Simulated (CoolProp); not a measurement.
Vapour pressure (MPa) of CH2F2 (R32): the reference equation beside estimates from Tc = 78.1 °C, pc = 5.783 MPa, ω = 0.277. Clausius-Clapeyron is anchored at -5.45 °C with a constant enthalpy of vaporisation of 16.84 kJ/mol.

Model: reference Helmholtz-energy equation of state, Tillner-Roth 1997, in CoolProp.

```tsv
T (°C)	reference	Clausius-Clapeyron	van der Waals	Peng-Robinson
-10.05	0.5816	0.5960	___	0.5823
-5.45	0.6803	0.6803	1.764	0.6818
-0.75	0.7937	0.7751	1.917	0.7965
3.85	___	0.8770	2.074	0.9222
8.45	___	0.9882	2.239	1.063
13.15	1.214	1.112	2.415	1.222
17.75	___	1.244	___	1.395
22.45	1.577	1.389	2.790	1.590
27.05	1.784	1.543	___	___
```

Problem. Some entries are withheld; supply them.

Solution. 
- -10.05, van der Waals: 1.623
- 3.85, reference: 0.9182
- 8.45, reference: 1.057
- 17.75, reference: 1.385
- 17.75, van der Waals: 2.597
- 27.05, van der Waals: 2.989
- 27.05, Peng-Robinson: 1.800

Absolute difference from the reference over all 9 rows, mean and median: Clausius-Clapeyron 6.6 and 6.5 %, van der Waals 116.5 and 111.8 %, Peng-Robinson 0.5 and 0.6 %.
